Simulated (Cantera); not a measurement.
A closed system holds: 1 mol Cu, 0.71 mol NH3, 1.6 mol H2, equilibrated at 6.70 mbar.

Cantera equilibrium calculation (NASA polynomials, part measured and part estimated; ideal gas, pure solids and liquids). Candidate condensed phases: Cu; 11 gas species. Kinetics and transport are ignored. All values below are at 1648 K.

Base state: H2 0.871, N2 0.116, Cu 0.0118, H 0.00102, Cu2 1.10e-5 (mole fractions); condensed: Cu(l).

**Question.** What changes in the equilibrium state with this change: pressure from 6.70 mbar to 11.0 Pa?

**Answer.** 
| species | before | after |
|---|---|---|
| H2 | 0.871 | 0.657 |
| Cu | 0.0118 | 0.248 |
| N2 | 0.116 | 0.0880 |
| Cu2 | 1.10e-5 | 7.94e-5 |
| H | 0.00102 | 0.00688 |
| Cu(l), mol | 0.964 | 0 |
